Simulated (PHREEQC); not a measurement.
A made-up water analysis in mmol/kgw, 20 °C, pH 6.48, pe 10.3:

| constituent | mmol/kgw |
|---|---|
| Na | 28.6 |
| K | 0.271 |
| Ca | 8.22 |
| Mg | 3.48 |
| Cl | 37.7 |
| S(6) | 4.47 |
| Alkalinity (meq/kgw) | 5.75 |
| N(5) | 0.0214 |
| Pb | 0.455 |

Valence states are taken as typed.

The numbers come from PHREEQC with the ion-association model, phreeqc.dat.

The ionic strength comes out as 0.0629 mol/kgw, the specific conductance is 4580 µS/cm and the density is 1.001 g/cm³. The charge-balance error comes out as 0.8 %.

```tsv
species	molality	activity	log γ
Cl-	0.0377	0.0301	-0.097
Na+	0.0284	0.0231	-0.090
Ca+2	0.00728	0.00326	-0.349
HCO3-	0.00486	0.00397	-0.088
SO4-2	0.00313	0.00136	-0.362
CO2	0.00313	0.00317	0.006
Mg+2	0.00302	0.00139	-0.337
CaSO4	0.000748	0.000759	0.006
```

Precipitation was switched off in this run. The solution is supersaturated, for example in Cerussite, Anglesite, so a real one may precipitate; this is no full list. Species that the database lacks are ignored.
